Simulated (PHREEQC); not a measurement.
Solution (25 °C): 3.7 mol/kgw LiCl, 0.1 mol/kgw CaCl2 and 0.59 mol/kgw NaCl. Closed to the air; pH follows from the charge balance.

The numbers come from PHREEQC with the Pitzer model, pitzer.dat.

| Quantity | Value |
|---|---|
| ionic strength | 4.59 mol/kgw |
| activity of water | 0.790 |
| density | 1.102 g/cm³ |
| osmotic coefficient | 1.475 |

```csv
species,molality,activity,log γ
Cl-,4.49,2.63,-0.232
Li+,3.70,16.9,0.660
Na+,0.590,1.31,0.346
Ca+2,0.100,0.289,0.461
OH-,1.18e-7,1.18e-8,-1.003
H+,1.18e-7,6.80e-7,0.759
```

Precipitation was switched off in this run.
